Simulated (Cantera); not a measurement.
**Adiabatic ignition**

An adiabatic, constant-pressure homogeneous reactor starts with H2 : O2 : N2 = 1 : 1.32 : 4.95 (molar parts), at 1698 K and 3750 Torr.

Model: the H2/O2 subset of GRI-Mech 3.0, which has no nitrogen chemistry, integrated in Cantera. The hydrogen kinetics of GRI-Mech 3.0 are dated; newer H2 mechanisms differ, most at raised pressure.

```csv
t (s),T (K),x H2,x O2,x OH,x H2O,x H2O2
6.00e-6,2376,0.00640,0.111,0.0211,0.125,7.73e-7
1.39e-5,2524,0.00260,0.115,0.0153,0.135,6.87e-7
3.24e-5,2565,0.00153,0.117,0.0122,0.139,8.47e-7
7.52e-5,2566,0.00149,0.117,0.0121,0.139,8.60e-7
0.000175,2566,0.00149,0.117,0.0121,0.139,8.60e-7
0.000406,2566,0.00149,0.117,0.0121,0.139,8.60e-7
0.000943,2566,0.00149,0.117,0.0121,0.139,8.60e-7
0.00219,2566,0.00149,0.117,0.0121,0.139,8.60e-7
0.00509,2566,0.00149,0.117,0.0121,0.139,8.60e-7
0.0118,2566,0.00149,0.117,0.0121,0.139,8.60e-7
0.0275,2566,0.00149,0.117,0.0121,0.139,8.60e-7
0.0638,2566,0.00149,0.117,0.0121,0.139,8.60e-7
0.148,2566,0.00149,0.117,0.0121,0.139,8.60e-7
0.344,2566,0.00149,0.117,0.0121,0.139,8.60e-7
0.800,2566,0.00149,0.117,0.0121,0.139,8.60e-7
```
x: mole fraction; the columns are a selection and need not sum to one.

```
Item                                                                 Value
---------------------------------  ---------------------------------------
time of steepest temperature rise                                  1.79 µs
temperature at 0.800 s                                              2566 K
equilibrium temperature                                             2566 K
x(H2) at 0.800 s                   0.00149 (gas-phase equilibrium 0.00149)
x(O2) at 0.800 s                       0.117 (gas-phase equilibrium 0.117)
x(OH) at 0.800 s                     0.0121 (gas-phase equilibrium 0.0121)
```
